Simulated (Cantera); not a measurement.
Mixture: 12.5 % CH4, 1.38 % C2H6, 16.5 % O2, 63.0 % N2, 6.63 % H2O, equivalence ratio 1.8, at 29.0 bar, adiabatic and at constant volume. Ignition delay is the time to a rise of 400 K.

Computed with Cantera and GRI-Mech 3.0 (53 species, 325 reactions). The pressure lies above the range GRI-Mech 3.0 was tuned for (to about 10 atm).

Task: Predict: delay at 1248 K; delay at 1298 K; delay at 1348 K; delay at 1398 K; delay at 1448 K; delay at 1498 K; apparent activation energy between 1398 and 1498 K.

Result: 
| Quantity | Value |
|---|---|
| delay at 1248 K | 0.215 ms |
| delay at 1298 K | 0.131 ms |
| delay at 1348 K | 83.5 µs |
| delay at 1398 K | 55.0 µs |
| delay at 1448 K | 37.0 µs |
| delay at 1498 K | 25.3 µs |
| apparent activation energy between 1398 and 1498 K | 140 kJ/mol |
